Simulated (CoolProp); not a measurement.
A single-stage vapour-compression cycle with the fluid: evaporating at 318.15 K (dew point), condensing at 383.15 K (bubble point), superheat 2 K, subcooling 0 K, compressor efficiency 0.8, no pressure losses. The same conditions are run with several fluids, on thermodynamics alone (safety and materials aside).

Computed with CoolProp (reference Helmholtz-energy equation of state of each fluid (R236EA: Rui 2013; dimethyl ether: Wu 2011; R1336mzz(E): Akasaka 2023; R1224YDZ: Akasaka 2023; R245fa: Akasaka 2015; R141b: Lemmon 2006)).

| fluid | cooling COP | pressure ratio | discharge temperature (K) | refrigerating effect (kJ/kg) | volumetric capacity (kJ/m³) |
|---|---|---|---|---|---|
| R236EA | 1.91 | 4.94 | 383.2 | 54.6 | 1380 |
| dimethyl ether | 2.19 | 3.90 | 402.1 | 178 | 3730 |
| R1336mzz(E) | 1.73 | 4.98 | 383.1 | 44.5 | 1160 |
| R1224YDZ | 2.29 | 5.02 | 383.1 | 71.8 | 1260 |
| R245fa | 2.31 | 5.33 | 383.1 | 84.5 | 1370 |
| R141b | 2.91 | 5.38 | 388.8 | 137 | 990 |

The compression ends wet for: R236EA; R1336mzz(E); R1224YDZ; R245fa.
